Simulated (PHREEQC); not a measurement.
## Alkaline etch or developer (model solution)

Consider water at 20 °C with 0.013 mol NH3 and 4.7e-05 mol K3PO4 per kg of water. Closed to the air; pH follows from the charge balance.

The numbers come from PHREEQC with the ion-association model, phreeqc.dat.

Each row changes one thing in this solution. This is a speciation only: nothing precipitates in the calculation.

```
case                                                pH  ionic strength (mol/kgw)  NH3 (mol/kgw)  NH4+ (mol/kgw)
------------------------------------------  ----------  ------------------------  -------------  --------------
as made                                          10.85                  0.000647         0.0125        0.000456
temperature from 20 to 25 °C                     10.69                  0.000654         0.0125        0.000463
0.00015 mol/kgw H2SO4 added                 (withheld)                  0.000960         0.0124        0.000621
K3PO4 replaced by KOH at the same molality       10.85                  0.000501         0.0126        0.000454
diluted 5-fold with water                   (withheld)                  0.000240        0.00240        0.000202
```

Some entries are withheld; supply them.


- 0.00015 mol/kgw H2SO4 added, pH: 10.71
- diluted 5-fold with water, pH: 10.48
